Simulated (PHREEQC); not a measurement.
**Ultrapure water in contact with air or piping: speciation**

A made-up water analysis in mmol/kgw, 25 °C, pH 6.61, pe 11.7:

```
constituent           mmol/kgw
--------------------  --------
Na                     0.00102
K                     0.000102
Ca                    0.000155
Mg                    0.000255
Cl                    3.13e-05
S(6)                  0.000291
Alkalinity (meq/kgw)   0.00132
Sr                    3.98e-06
Si                     3.4e-06
```

Valence states are taken as typed.

The numbers come from PHREEQC with the ion-association model, wateq4f.dat.

This is a speciation only: nothing precipitates in the calculation.

Predict the charge-balance error.

charge-balance error 0.4 %.

In which forms is C present?

HCO3- 64 %, CO2 36 % of the C.
